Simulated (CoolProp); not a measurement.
Saturation properties of ethylene (Tc = 282.4 K, pc = 50.42 bar, ω = 0.087).

Computed with CoolProp (reference Helmholtz-energy equation of state, Smukala 2000).

| T (K) | p (bar) | liquid density (kg/m³) | enthalpy of vaporisation (kJ/kg) | vapour Z | surface tension (mN/m) |
|---|---|---|---|---|---|
| 148.4 | 0.2415 | 596.8 | 511.2 | 0.9882 | 19.9 |
| 155.8 | 0.4209 | 586.7 | 501.4 | 0.9824 | 18.7 |
| 163.2 | 0.6934 | 576.4 | 491.2 | 0.9747 | 17.4 |
| 170.6 | 1.088 | 565.9 | 480.6 | 0.9651 | 16.1 |
| 178 | 1.638 | 555.2 | 469.5 | 0.9533 | 14.9 |
| 185.4 | 2.380 | 544.1 | 457.8 | 0.9393 | 13.7 |
| 192.8 | 3.351 | 532.7 | 445.4 | 0.9230 | 12.4 |
| 200.1 | 4.574 | 521.1 | 432.3 | 0.9044 | 11.3 |
| 207.5 | 6.122 | 508.8 | 418.0 | 0.8830 | 10.1 |
| 214.9 | 8.025 | 495.9 | 402.5 | 0.8589 | 8.93 |

It boils at 169.4 K under 1 atm.

Surface tension comes from a separate correlation (Mulero 2012).
